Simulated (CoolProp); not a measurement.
Vapour-liquid equilibrium of ethane (1) + C3F8 (R218) (2) at 0.0862 MPa; x and y are mole fractions of (1).

The numbers come from the multi-fluid Helmholtz-energy mixture model, Bücker 2006 and Lemmon 2006; pair parameters Bell 2016 in CoolProp.

| x | bubble temperature, mixture model (K) | bubble temperature, Raoult's law (K) | y, mixture model | y, Raoult's law |
|---|---|---|---|---|
| 0.05 | 216.3 | 225.2 | 0.582 | 0.345 |
| 0.15 | 196.7 | 214.0 | 0.887 | 0.681 |
| 0.25 | 188.6 | 206.1 | 0.942 | 0.824 |
| 0.35 | 185.4 | 200.3 | 0.957 | 0.895 |
| 0.45 | 184.3 | 195.8 | 0.962 | 0.935 |
| 0.55 | 184.0 | 192.2 | 0.963 | 0.959 |
| 0.65 | 184.0 | 189.2 | 0.964 | 0.975 |
| 0.75 | 183.7 | 186.7 | 0.966 | 0.985 |
| 0.85 | 183.2 | 184.4 | 0.972 | 0.993 |
| 0.95 | 182.2 | 182.5 | 0.987 | 0.998 |

The largest gap from Raoult's law is -17.5 K in bubble temperature, at x = 0.25. No azeotrope shows between x = 0.05 and 0.95.

Pair parameters are fitted to limited data, so mixtures are less certain than the pure fluids. With so large a gap from Raoult's law the liquid may split in two, which this calculation doesn't test in full.
